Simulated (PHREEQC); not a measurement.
4.5 g of hydrous ferric oxide (600 m²/g; 0.2 weak and 0.005 strong sites per Fe, Dzombak-Morel constants, diffuse double layer) in 1 kg of water with 0.3 mol/kgw of an inert sodium salt, at 25 °C; the pH is set by adding NaOH or the inert anion's acid. O2 is buffered at 0.21 atm. No CO2 enters from the air. Nothing may precipitate in this run.

Model: ion-association model, wateq4f.dat, run in PHREEQC.

| pH | surface charge σ (C/m²) | surface potential ψ (mV) |
|---|---|---|
| 4 | 0.349 | 123 |
| 4.5 | 0.319 | 118 |
| 5 | 0.270 | 110 |
| 5.5 | 0.211 | 98 |
| 6 | 0.154 | 83 |
| 6.5 | 0.106 | 65 |
| 7 | 0.066 | 46 |
| 7.5 | 0.034 | 26 |
| 8 | 0.006 | 5 |
| 8.5 | -0.021 | -17 |
| 9 | -0.051 | -38 |
| 9.5 | -0.087 | -57 |
| 10 | -0.132 | -75 |

Species that the database lacks are ignored.
